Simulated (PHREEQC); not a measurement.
Dissolve 2.7 mmol/kgw Pb(NO3)2, 20 mmol/kgw KBr and 1.4 mmol/kgw Zn(NO3)2 at 13 °C. Closed to the air; pH follows from the charge balance.

All values are PHREEQC results (ion-association model, wateq4f.dat), not measurements.

| Quantity | Result |
|---|---|
| pH | 5.35 |
| ionic strength | 0.0304 mol/kgw |

```json
[
 {"species": "K+", "molality": "0.0200", "activity": "0.0169", "log γ": "-0.072"},
 {"species": "Br-", "molality": "0.0191", "activity": "0.0163", "log γ": "-0.070"},
 {"species": "NO3-", "molality": "0.00809", "activity": "0.00682", "log γ": "-0.074"},
 {"species": "Pb+2", "molality": "0.00174", "activity": "0.000915", "log γ": "-0.279"},
 {"species": "Zn+2", "molality": "0.00140", "activity": "0.000767", "log γ": "-0.260"},
 {"species": "PbBr+", "molality": "0.000841", "activity": "0.000717", "log γ": "-0.070"}
]
```

This is a speciation only: nothing precipitates in the calculation. Constants without temperature data keep their 25 °C values here.
